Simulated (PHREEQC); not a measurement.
A column of 0.5 m (40 cells, dispersivity 0.04 m, 720 s a shift, diffusion coefficient 3e-10 m²/s) holds 0.0049 eq of the database's cation exchanger X per kg of pore water, first in equilibrium with 0.0011 mol MgCl2, 0.0017 mol MnCl2 and 1e-05 mol HCl per kg of water. It is flushed with 10 mmol/kgw NaCl and 0.01 mmol/kgw HCl, at 15 °C. Values are for the last cell. No CO2 enters from the air. Nothing may precipitate in this run.

The series has 31 steps of pore volumes, from 0 to 3.013.

Model: ion-association model, phreeqc.dat, run in PHREEQC.

Task: After how many pore volumes does Na at the outlet first reach half of its feed value?

Result: By 1.1 pore volumes.
